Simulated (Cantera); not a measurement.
Feed: 1 mol Si2Cl6, 0.62 mol NH3, 7.6 mol H2, held at 1300 K and 1.00 bar.

Method: chemical equilibrium by Gibbs-energy minimisation in Cantera with the NASA 1993 tables (ideal gas, pure condensed phases). Candidate condensed phases: NH4Cl, Si, Si3N4; 28 gas species. The feed counts by its element totals alone. The tables' values for SiCl3 are old estimates; treat these amounts as uncertain. Equilibrium is a limit: real reactors are often held back by kinetics, nucleation or transport.

Base state: H2 0.775, SiCl4 0.0799, HCl 0.0744, SiHCl3 0.0379, SiCl2 0.0153, SiCl3 0.0144, SiH2Cl2 0.00254, SiH3Cl 4.78e-5 (mole fractions); condensed: Si3N4(s).

**Question.** What changes in the equilibrium state with this change: NH3 from 0.62 to 0.99 mol?

**Answer.** 
| species | before | after |
|---|---|---|
| H2 | 0.775 | 0.755 |
| HCl | 0.0744 | 0.130 |
| SiCl4 | 0.0799 | 0.0800 |
| SiHCl3 | 0.0379 | 0.0213 |
| SiCl2 | 0.0153 | 0.00493 |
| SiCl3 | 0.0144 | 0.00815 |
| N2 | 6.91e-7 | 2.07e-5 |
| SiH3Cl | 4.78e-5 | 8.39e-6 |
| Si3N4(s), mol | 0.155 | 0.247 |

**Question.** What changes in the equilibrium state with this change: NH3 from 0.62 to 0.83 mol?

**Answer.** 
```tsv
species	before	after
H2	0.775	0.767
HCl	0.0744	0.103
SiCl4	0.0799	0.0821
SiHCl3	0.0379	0.0278
SiCl2	0.0153	0.00807
SiCl3	0.0144	0.0106
SiH3Cl	4.78e-5	1.78e-5
SiH2Cl2	0.00254	0.00132
Si3N4(s), mol	0.155	0.207
```
